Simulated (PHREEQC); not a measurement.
Dissolve 2 mmol/kgw H2SO4, 3.6 mmol/kgw MnSO4 and 8.3 mmol/kgw Na2SO4 at 25 °C and 300 atm. Closed to the air; pH follows from the charge balance.

The numbers come from PHREEQC with the ion-association model, phreeqc.dat.

This is a speciation only: nothing precipitates in the calculation.

Q: Estimate the pH, specific conductance.

A: pH 2.61; specific conductance 3290 µS/cm.

Q: In which forms is Na present?

A: Na+ 97 %, NaSO4- 2.8 % of the Na.

Complexes and solids missing from the database can't appear. Under pressure, the constants of complexes without a molar volume in the database are unreliable.
